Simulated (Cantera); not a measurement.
A freely propagating, adiabatic, planar premixed flame of 42.1 % H₂, 11.7 % O₂, 43.8 % N₂, 2.36 % H₂O, unburnt at 575 K and 7.11 atm; mixture-averaged transport, grid criteria slope 0.08 and curve 0.16, no radiation.

Model: the H2/O2 subset of GRI-Mech 3.0, which has no nitrogen chemistry, integrated in Cantera. The hydrogen kinetics of GRI-Mech 3.0 are dated; newer H2 mechanisms differ, most at raised pressure. Burning velocities carry a grid error of a few per cent, more on coarse grids.

### Question
Predict: laminar burning velocity; thermal thickness; peak x(H); peak x(HO₂); peak x(H₂O₂).

### Answer
```
Quantity                     Result
------------------------  ---------
laminar burning velocity   779 cm/s
thermal thickness         0.0342 mm
peak x(H)                    0.0446
peak x(HO₂)                 0.00124
peak x(H₂O₂)                8.40e-5
```
